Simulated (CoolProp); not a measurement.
A simple Rankine cycle with R124: condensing at 312.15 K, boiler at 1.87 MPa, turbine inlet 366.1 K, turbine efficiency 0.65, pump efficiency 0.6, no recuperator. Each further row changes one setting.

The numbers come from the reference Helmholtz-energy equation of state, de Vries 1995 in CoolProp.

```tsv
case	thermal efficiency (%)	net work (kJ/kg)	heat in (kJ/kg)	turbine exit temperature (K)	volume ratio over the turbine
as stated	6.7	11.0	163	329.0	3.71
turbine inlet 386.1 K	6.8	12.7	185	352.8	3.52
condensing temperature 304.15 K	7.8	13.4	173	323.7	4.70
boiler pressure 1.31 MPa	5.1	8.84	174	343.9	2.38
turbine efficiency 0.55	5.5	9.06	163	331.3	3.75
```
